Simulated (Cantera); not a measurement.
A Cantera script and what it prints.

```python
import numpy as np
import cantera as ct

gas_names = """
    H HO2 H2 H2O H2O2 O OH O2 O3 Si SiH SiH2 SiH3 SiH4 SiO SiO2 Si2 Si3
""".split()
cond_names = """
    H2O(s) H2O(L) Si(cr) Si(L) SiO2(Lqz) SiO2(hqz) SiO2(L)
""".split()


# ... load() reads the species with a 1 bar reference pressure and builds the phases ...
atoms = {
    'SiO2': {'Si': 1, 'O': 2},
    'H2': {'H': 2},
}
top_T = {}  # K; cautious upper limits of use, not melting points


# ... equilibrate(T, P, feed) seeds the gas with the atoms and calls Mixture.equilibrate('TP', solver="vcs", rtol=1e-11, max_steps=5000) ...
results = []
feed = {'SiO2': 1, 'H2': 6.5}  # mol
P = 8200  # Pa
for T in [723, 773, 823, 873, 923, 973, 1023, 1073, 1123, 1173, 1223, 1273, 1323, 1373]:
    mix = equilibrate(T, P, feed)
    results.append((T, P, feed, dict(zip(mix.species_names, mix.species_moles))))
    x = sorted(zip(gas.X, gas.species_names), reverse=True)
    print(f"T = {T:g} K  P = {P:g} Pa  gas = {mix.phase_moles(0):.4g} mol")
    print("   x: " + "  ".join(f"{s} {v:.3e}" for v, s in x if v > 0.001))
    print("   condensed (mol): " + ("  ".join(f"{mix.phase(i).name} {mix.phase_moles(i):.4g}"
          for i in range(1, mix.n_phases) if mix.phase_moles(i) > 1e-12) or "none"))
```

It prints:

```
T = 723 K  P = 8200 Pa  gas = 6.5 mol
   x: H2 1.000e+00
   condensed (mol): SiO2(Lqz) 1
T = 773 K  P = 8200 Pa  gas = 6.5 mol
   x: H2 1.000e+00
   condensed (mol): SiO2(Lqz) 1
T = 823 K  P = 8200 Pa  gas = 6.5 mol
   x: H2 1.000e+00
   condensed (mol): SiO2(Lqz) 1
T = 873 K  P = 8200 Pa  gas = 6.5 mol
   x: H2 1.000e+00
   condensed (mol): SiO2(hqz) 1
T = 923 K  P = 8200 Pa  gas = 6.5 mol
   x: H2 1.000e+00
   condensed (mol): SiO2(hqz) 1
T = 973 K  P = 8200 Pa  gas = 6.5 mol
   x: H2 1.000e+00
   condensed (mol): SiO2(hqz) 1
T = 1023 K  P = 8200 Pa  gas = 6.5 mol
   x: H2 1.000e+00
   condensed (mol): SiO2(hqz) 1
T = 1073 K  P = 8200 Pa  gas = 6.5 mol
   x: H2 1.000e+00
   condensed (mol): SiO2(hqz) 1
T = 1123 K  P = 8200 Pa  gas = 6.5 mol
   x: H2 1.000e+00
   condensed (mol): SiO2(hqz) 1
T = 1173 K  P = 8200 Pa  gas = 6.5 mol
   x: H2 1.000e+00
   condensed (mol): SiO2(hqz) 1
T = 1223 K  P = 8200 Pa  gas = 6.5 mol
   x: H2 1.000e+00
   condensed (mol): SiO2(hqz) 1
T = 1273 K  P = 8200 Pa  gas = 6.5 mol
   x: H2 1.000e+00
   condensed (mol): SiO2(hqz) 1
T = 1323 K  P = 8200 Pa  gas = 6.5 mol
   x: H2 1.000e+00
   condensed (mol): SiO2(hqz) 0.9999
T = 1373 K  P = 8200 Pa  gas = 6.5 mol
   x: H2 9.999e-01
   condensed (mol): SiO2(hqz) 0.9999
```

These are equilibrium values from Cantera (NASA tables, ideal gas, pure condensed phases), not measurements of a reactor. The tables hold silica as quartz up to 1696 K and as liquid above; real silica turns to tridymite and cristobalite and melts near 1996 K.
